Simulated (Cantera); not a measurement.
Feed: 1 mol SiCl4, 1.5 mol H2O, 77 mol H2, equilibrated at 56.0 mbar.

Cantera equilibrium calculation (NASA polynomials, part measured and part estimated; ideal gas, pure solids and liquids). Candidate condensed phases: H2O, Si, SiO2; 30 gas species. The tables' values for SiCl3 are old estimates; treat these amounts as uncertain. The tables hold silica as quartz up to 1696 K and as liquid above; real silica turns to tridymite and cristobalite and melts near 1996 K. The numbers say what is thermodynamically allowed, not how fast it happens. All values below are at 1002 °C.

Base state: H2 0.954, HCl 0.0424, SiCl2 0.00219, SiCl3 0.000311, SiCl4 0.000288, SiHCl3 0.000261, SiO 4.88e-5, SiH2Cl2 3.29e-5 (mole fractions); condensed: SiO2(β-quartz).

Q: What changes in the equilibrium state with this change: H2O from 1.5 to 0.11 mol?

A: 
```
species                before     after
-------------------  --------  --------
H2                      0.954     0.956
HCl                    0.0424    0.0381
SiCl2                 0.00219   0.00394
SiH2Cl2               3.29e-5   5.95e-5
SiHCl3               0.000261  0.000424
SiCl3                0.000311  0.000504
SiO                   4.88e-5   7.29e-5
SiO2(β-quartz), mol     0.748    0.0521
Si(s), mol                  0     0.519
```
Mutual solubility and eutectic melting of coexisting phases are not modelled.
